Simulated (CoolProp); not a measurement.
Properties of ethylbenzene along the isotherm 620 K (Tc = 617.1 K, pc = 3.622 MPa, ω = 0.304).

Model: reference Helmholtz-energy equation of state, Zhou 2012, in CoolProp.

| p (MPa) | phase | cp (kJ/(kg K)) | fugacity coefficient |
|---|---|---|---|
| 2.59 | gas | 2.725 | 0.7576 |
| 5.17 | supercritical | 3.444 | 0.4997 |
| 7.76 | supercritical | 3.006 | 0.3707 |
| 10.3 | supercritical | 2.880 | 0.3082 |
| 12.9 | supercritical | 2.813 | 0.2711 |
| 15.5 | supercritical | 2.771 | 0.2479 |
| 18.1 | supercritical | 2.741 | 0.2326 |
| 20.7 | supercritical | 2.719 | 0.2226 |
| 23.3 | supercritical | 2.702 | 0.2160 |
| 25.9 | supercritical | 2.688 | 0.2120 |
| 28.5 | supercritical | 2.676 | 0.2099 |
| 31 | supercritical | 2.667 | 0.2094 |
| 33.6 | supercritical | 2.659 | 0.2101 |
| 36.2 | supercritical | 2.652 | 0.2120 |
